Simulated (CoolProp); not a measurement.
Methane along the isobar 2.88 MPa: Z from the reference equation and from simpler models built on Tc = 190.6 K, pc = 4.599 MPa, ω = 0.011; each cubic takes its own stable root.

Model: reference Helmholtz-energy equation of state, Setzmann 1991, in CoolProp.

| T (K) | phase | reference | Soave-Redlich-Kwong | Peng-Robinson |
|---|---|---|---|---|
| 123.2 | liquid | 0.1105 | 0.1113 | 0.09860 |
| 130.6 | liquid | 0.1073 | 0.1086 | 0.09616 |
| 138.1 | liquid | 0.1048 | 0.1068 | 0.09448 |
| 145.5 | liquid | 0.1030 | 0.1060 | 0.09369 |
| 153 | liquid | 0.1020 | 0.1062 | 0.09389 |
| 160.4 | liquid | 0.1020 | 0.1079 | 0.09542 |
| 167.8 | liquid | 0.1033 | 0.1119 | 0.09905 |
| 175.3 | liquid | 0.1076 | 0.1210 | 0.1073 |
| 182.7 | gas | 0.6900 | 0.6918 | 0.6695 |
| 190.2 | gas | 0.7419 | 0.7410 | 0.7193 |
| 197.6 | gas | 0.7794 | 0.7776 | 0.7565 |
| 205.1 | gas | 0.8091 | 0.8071 | 0.7867 |
